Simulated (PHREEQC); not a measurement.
A made-up water analysis in mg/kgw, 25 °C, pH 6.06, pe 9.7: Na 0.054; K 0.0271; Ca 0.269; Mg 0.0427; Cl 0.0693; S(6) as SO4 0.596; Alkalinity as HCO3 0.345; Zn 0.0218; N(5) as NO3 0.0173; Cd 0.0333.

Valence states are taken as typed.

Computed with PHREEQC (ion-association model, phreeqc.dat).

Each row changes one thing in this solution. Precipitation was switched off in this run.

```
case                                               CO2 (mol/kgw)  HCO3- (mol/kgw)  CaSO4 (mol/kgw)  MgSO4 (mol/kgw)  CaHCO3+ (mol/kgw)  HSO4- (mol/kgw)  SI of Otavite (CdCO3)  SI of Gypsum (CaSO4:2H2O)
-------------------------------------------------  -------------  ---------------  ---------------  ---------------  -----------------  ---------------  ---------------------  -------------------------
as made                                                  1.27e-5          6.52e-6          6.98e-9          2.41e-9           5.42e-10         5.13e-10                  -3.90                      -5.83
temperature from 25 to 45 °C at the same typed pH        1.09e-5          6.48e-6          8.01e-9              [?]           6.60e-10              [?]                  -3.77                      -5.80
Cd from 0.0333 to 0.0999 mg/kgw                          1.27e-5          6.52e-6          6.97e-9          2.40e-9           5.42e-10         5.13e-10                  -3.42                      -5.83
all concentrations times 3 at the same typed pH          3.43e-5          1.77e-5          6.01e-8              [?]            4.33e-9          1.51e-9                  -3.00                      -4.89
```

Problem. What belongs in the gaps?

Solution. 
- temperature from 25 to 45 °C at the same typed pH, MgSO4 (mol/kgw): 3.89e-9
- temperature from 25 to 45 °C at the same typed pH, HSO4- (mol/kgw): 8.19e-10
- all concentrations times 3 at the same typed pH, MgSO4 (mol/kgw): 2.07e-8

Away from 25 °C the constants follow the database's enthalpies or fits; those with neither stay at their 25 °C values.
